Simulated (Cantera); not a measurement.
A closed system holds: 1 mol MgO, 14 mol Cl₂, 0.32 mol O₂, at 1427 °C and 1.00 Pa.

These are equilibrium values from Cantera (NASA tables, ideal gas, pure condensed phases), not measurements of a reactor. Candidate condensed phases: Mg, MgCl₂, MgO; 11 gas species. Kinetics and transport are ignored.

Base state: Cl 0.933, MgCl₂ 0.0359, O₂ 0.0283, O 0.00238, Cl₂ 0.000236, MgCl 2.70e-5, Mg 2.49e-5 (mole fractions); condensed: gas only.

Q: What changes in the equilibrium state with this change: temperature from 1427 °C to 1150 °C?

A: 
```
species    before    after
-------  --------  -------
Cl          0.933    0.927
MgCl₂      0.0359   0.0362
O₂         0.0283   0.0297
Cl₂      0.000236  0.00748
O         0.00238  7.35e-5
Mg        2.49e-5    <1e-9
MgCl      2.70e-5  4.38e-8
ClO       9.72e-6  1.37e-5
```

Q: What changes in the equilibrium state with this change: pressure from 1.00 Pa to 13300 Pa?

A: 
| species | before | after |
|---|---|---|
| Cl₂ | 0.000236 | 0.521 |
| Cl | 0.933 | 0.380 |
| MgCl₂ | 0.0359 | 0.0547 |
| O₂ | 0.0283 | 0.0445 |
| Mg | 2.49e-5 | <1e-9 |
| MgCl | 2.70e-5 | 7.60e-9 |
